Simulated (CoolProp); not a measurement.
Vapour-liquid equilibrium of ethylene (1) + n-perfluorobutane (2) at -53.45 °C; x and y are mole fractions of (1).

Computed with CoolProp (multi-fluid Helmholtz-energy mixture model, Smukala 2000 and Gao 2022; pair parameters Bell 2016).

```tsv
x	bubble pressure (MPa)	y at the bubble point	dew pressure at overall composition x (MPa)	liquid density (mol/L)
0.05	0.1340	0.948	0.007260	7.690
0.125	0.3351	0.979	0.007884	8.074
0.2	0.5125	0.986	0.008626	8.487
0.275	0.6416	0.988	0.009520	8.935
0.35	0.7186	0.990	0.01062	9.422
0.425	0.7544	0.990	0.01201	9.956
0.5	0.7652	0.990	0.01381	10.55
0.575	0.7659	0.990	0.01626	11.20
0.65	0.7676	0.990	0.01974	11.94
0.725	0.7775	0.991	0.02514	12.79
0.8	0.8005	0.992	0.03459	13.76
0.875	0.8397	0.993	0.05545	14.91
0.95	0.8975	0.997	0.1398	16.28
```

No azeotrope shows between x = 0.05 and 0.95.

The pair parameters rest on a limited set of measurements; away from them the model extrapolates. With so large a gap from Raoult's law the liquid may split in two, which this calculation doesn't test in full.
